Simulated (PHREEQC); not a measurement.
Consider water at 25 °C with 37 mmol/kgw H2SO4 and 0.26 mmol/kgw NiSO4. It is in equilibrium with CO2 at log p = -3.4 (atm). Otherwise closed; pH follows from the charge balance.

Computed with PHREEQC (ion-association model, wateq4f.dat).

Precipitation was switched off in this run.

Task: Order these S species by the share of S that they hold, largest first: HSO4-, SO4-2, NiSO4.

Result: HSO4- (68 %), SO4-2 (32 %), NiSO4 (0.21 %)

The pH is 1.39 and the ionic strength 0.0609 mol/kgw. Species that the database lacks are ignored.
